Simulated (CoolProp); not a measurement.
R123 at 293.15 K and 17.5 MPa flows at 21 m/s in a round tube of 12.7 mm bore and 1.5 µm roughness, fully developed (64/Re and Nu = 3.66 if laminar; Colebrook and Gnielinski if turbulent). Each further row changes one setting.

The numbers come from the reference Helmholtz-energy equation of state, Younglove 1994 in CoolProp. It is a modified Benedict-Webb-Rubin equation, recast in Helmholtz form.

```tsv
case	Reynolds number	Darcy friction factor	pressure drop (Pa/m)	heat-transfer coefficient (W/(m² K))	mass flow (kg/h)
as stated	742000	0.0140	370000	24000	14500
velocity 42 m/s	1480000	0.0133	1410000	46300	29100
diameter 25.4 mm	1480000	0.0123	162000	21900	58200
```

Viscosity comes from a separate model (Tanaka 1996). Thermal conductivity comes from a separate model (Laesecke 1996).
